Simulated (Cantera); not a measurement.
A Cantera script and what it prints.

```python
import numpy as np
import cantera as ct

gas_names = """
    O3 SiO
""".split()
cond_names = """
    Si(cr) Si(L)
""".split()


# ... load() reads the species with a 1 bar reference pressure and builds the phases ...
species = {s.name: s for s in load("nasa_gas.yaml", gas_names) + load("nasa_condensed.yaml", cond_names)}
# Each term lists the table entries of one substance; the one whose range holds T is used.
reactions = {
    '3 Si + O3(g) = 3 SiO(g)':
        [(-3, ['Si(cr)', 'Si(L)']), (-1, ['O3']), (3, ['SiO'])],
}


def pick(names, T):
    return next(species[n] for n in names if species[n].thermo.min_temp <= T <= species[n].thermo.max_temp)


results = []
for label, terms in reactions.items():
    print(label)
    print("     T/K   dH/kJ  dS/(J/K)   dG/kJ   log10 K")
    for T in [948, 973, 998, 1023, 1048]:
        used = [(nu, pick(names, T)) for nu, names in terms]
        dH = sum(nu * s.thermo.h(T) for nu, s in used) / 1e6
        dS = sum(nu * s.thermo.s(T) for nu, s in used) / 1e3
        dG = dH - T * dS / 1e3
        logK = -dG * 1e6 / (ct.gas_constant * T * np.log(10))
        results.append((label, T, dH, dS, dG, logK, [s.name for _, s in used]))
        print(f"{T:8g} {dH:8.1f} {dS:8.1f} {dG:8.1f} {logK:8.2f}")
```

It prints:

```
3 Si + O3(g) = 3 SiO(g)
     T/K   dH/kJ  dS/(J/K)   dG/kJ   log10 K
     948   -457.7    315.1   -756.4    41.68
     973   -458.4    314.4   -764.3    41.03
     998   -459.1    313.7   -772.1    40.41
    1023   -459.8    313.0   -780.0    39.82
    1048   -460.5    312.3   -787.8    39.26
```

Standard-state values (1 bar) from the NASA 1993 polynomials, evaluated with Cantera. Condensed species are held in their standard states even where they would react or evaporate.
